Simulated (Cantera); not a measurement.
## Premixed flame

A freely propagating, adiabatic, planar premixed flame of H2 : O2 : N2 : H2O = 1 : 0.172 : 0.648 : 0.044 (molar parts), unburnt at 500 K and 0.375 atm; mixture-averaged transport, grid criteria slope 0.08 and curve 0.16, no radiation.

Cantera simulation using the H2/O2 subset of GRI-Mech 3.0, which has no nitrogen chemistry; the numbers are that mechanism's predictions, not measurements. Burning velocities carry a grid error of a few per cent, more on coarse grids.

```
z (mm)  T (K)  u (m/s)   x H2      x O2   x H2O       x H     x HO2      x OH
------  -----  -------  -----  --------  ------  --------  --------  --------
-4.69     500     5.03  0.536    0.0923  0.0236     <1e-8     <1e-8     <1e-8
-3.12     500     5.03  0.536    0.0923  0.0236     <1e-8     <1e-8     <1e-8
-2.34     500     5.03  0.536    0.0923  0.0236     <1e-8     <1e-8     <1e-8
-1.56     500     5.03  0.536    0.0923  0.0236   4.10e-8   5.44e-7     <1e-8
-0.781    528     5.28  0.533    0.0921  0.0251  0.000290  0.000147   6.19e-5
-0.391    736     7.21  0.505    0.0859  0.0438   0.00766   7.58e-5  0.000293
0        1075     10.3  0.425    0.0561   0.110    0.0421   2.88e-5  0.000767
0.391    1298     12.4  0.352    0.0136   0.192    0.0738   6.40e-6   0.00115
0.781    1388     13.2  0.337   0.00194   0.215    0.0766   8.59e-7   0.00104
1.56     1474     13.9  0.341  0.000116   0.220    0.0674   4.92e-8   0.00114
3.12     1566     14.7  0.350   4.63e-5   0.222    0.0544   2.03e-8   0.00121
6.25     1656     15.4  0.359   3.07e-5   0.223    0.0411   1.39e-8   0.00117
12.5     1736     16.1  0.368   1.71e-5   0.225    0.0289     <1e-8   0.00100
```
x: mole fraction of selected species; z is measured from the peak of heat release.

- laminar burning velocity = 503 cm/s
- thermal thickness = 1.56 mm
- peak x(H) = 0.0773
- peak x(HO2) = 0.000148
- peak x(OH) = 0.00122
- grid points = 139
